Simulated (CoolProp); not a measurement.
Vapour-liquid equilibrium of n-hexane (1) + m-xylene (2) at 0.131 MPa; x and y are mole fractions of (1).

Values from CoolProp's multi-fluid Helmholtz-energy mixture model, Thol 2019 and Zhou 2012; pair parameters Bell 2016.

| x | bubble temperature (K) | y at the bubble point | dew temperature at overall composition x (K) | liquid density (mol/L) |
|---|---|---|---|---|
| 0.05 | 413.5 | 0.230 | 420.3 | … |
| 0.2 | 391.6 | 0.646 | 414.8 | 7.179 |
| 0.35 | 376.5 | … | 408.3 | 7.220 |
| 0.5 | 366.9 | 0.896 | 400.7 | 7.206 |
| 0.65 | 360.5 | 0.936 | … | 7.159 |
| 0.8 | 355.8 | 0.964 | 378.5 | 7.098 |
| 0.95 | 351.7 | 0.990 | 358.2 | 7.037 |

Question: Some entries are withheld; supply them.

Answer: 
- 0.05, liquid density (mol/L): 7.070
- 0.35, y at the bubble point: 0.819
- 0.65, dew temperature at overall composition x (K): 391.3

No azeotrope shows between x = 0.05 and 0.95.

The pair parameters rest on a limited set of measurements; away from them the model extrapolates.
